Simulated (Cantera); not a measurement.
A Cantera script and its output.

```python
import numpy as np
import cantera as ct

gas = ct.Solution("gri30.yaml")
gas.TPX = 1175, 240, {'H2': 0.0065, 'O2': 1, 'N2': 0.52}
reactor = ct.IdealGasConstPressureReactor(gas, energy="off", clone=False)
net = ct.ReactorNet([reactor])
net.rtol, net.atol = 1e-08, 1e-18
show = ['H2', 'O2', 'OH', 'NO', 'HO2']
times = np.geomspace(0.0002, 2, 11)

steps = ct.SolutionArray(gas, extra=["t"])
rows = []
print(f"{'t/s':>10s}{'T/K':>9s}{'P/Pa':>11s}" + "".join(f"{s:>11s}" for s in show))
for t in times:
    while net.time < t:
        t_next = net.step()
        steps.append(gas.state, t=t_next)
    rows.append([np.interp(t, steps.t, y) for y in (steps.T, steps.P, *steps(*show).X.T)])
    print(f"{t:10.3e}{rows[-1][0]:9.1f}{rows[-1][1]:11.4g}" + "".join(f"{x:11.3e}" for x in rows[-1][2:]))
rate = np.gradient(steps.T, steps.t)
print("integrator steps:", len(steps.t))
if steps.T.max() > steps.T[0] + 200:
    print(f"time of steepest temperature rise: {steps.t[rate.argmax()]:.4e} s")
gas.TPX = 1175, 240, {'H2': 0.0065, 'O2': 1, 'N2': 0.52}
gas.equilibrate("TP")
print(f"equilibrium (TP): T = {gas.T:.1f} K  " + "  ".join(f"{s} {gas[s].X[0]:.3e}" for s in show))
```

Result:

```
       t/s      T/K       P/Pa         H2         O2         OH         NO        HO2
 2.000e-04   1175.0        240  4.258e-03  6.551e-01  1.209e-11  9.355e-24  5.690e-11
 5.024e-04   1175.0        240  4.258e-03  6.551e-01  6.076e-11  1.489e-22  1.430e-10
 1.262e-03   1175.0        240  4.258e-03  6.551e-01  2.474e-10  1.916e-21  3.591e-10
 3.170e-03   1175.0        240  4.258e-03  6.551e-01  8.439e-10  1.962e-20  9.021e-10
 7.962e-03   1175.0        240  4.258e-03  6.551e-01  3.157e-09  1.981e-19  2.266e-09
 2.000e-02   1175.0        240  4.258e-03  6.551e-01  2.362e-08  3.074e-18  5.705e-09
 5.024e-02   1175.0        240  4.254e-03  6.551e-01  1.820e-06  3.039e-16  1.603e-08
 1.262e-01   1175.0        240  4.119e-04  6.515e-01  6.814e-04  4.096e-11  1.494e-07
 3.170e-01   1175.0        240  1.209e-05  6.511e-01  3.187e-04  3.493e-10  8.531e-08
 7.962e-01   1175.0        240  1.155e-05  6.512e-01  3.117e-04  1.090e-09  8.355e-08
 2.000e+00   1175.0        240  1.038e-05  6.515e-01  2.956e-04  2.841e-09  7.946e-08
integrator steps: 614
equilibrium (TP): T = 1175.0 K  H2 8.098e-10  O2 6.543e-01  OH 2.631e-06  NO 1.879e-04  HO2 1.082e-09
```

Model: GRI-Mech 3.0 (53 species, 325 reactions), integrated in Cantera. Radical loss at walls, strong at low pressure, is not modelled.
